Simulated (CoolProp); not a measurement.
Saturation properties of ethylene.

Computed with CoolProp (reference Helmholtz-energy equation of state, Smukala 2000).

```tsv
T (°C)	p (kPa)	liquid density (kg/m³)	enthalpy of vaporisation (kJ/kg)	liquid cp (kJ/(kg K))	vapour Z	surface tension (mN/m)
-81.45	[?]	534.4	447.3	2.485	0.9256	12.6
-72.05	476.4	519.4	430.4	2.535	[?]	11.1
-62.65	684.8	503.6	411.8	2.605	0.8736	9.62
-53.15	956.6	[?]	391.0	2.700	0.8407	8.15
-43.75	1295	468.6	367.9	2.830	0.8031	6.73
-34.35	1713	448.8	341.5	3.014	0.7598	5.35
-24.95	2221	426.6	310.8	3.292	0.7097	4.03
-15.55	2830	400.9	273.9	[?]	[?]	2.76
-6.15	3554	[?]	226.7	4.776	0.5771	1.58
3.25	4413	321.9	156.3	8.859	0.4737	0.522
```

Complete the blanks.


- -81.45, p (kPa): 319.1
- -72.05, vapour Z: 0.9017
- -53.15, liquid density (kg/m³): 486.7
- -15.55, liquid cp (kJ/(kg K)): 3.765
- -15.55, vapour Z: 0.6504
- -6.15, liquid density (kg/m³): 368.9

It boils at -103.8 °C under 1 atm.

Surface tension comes from a separate correlation (Mulero 2012).
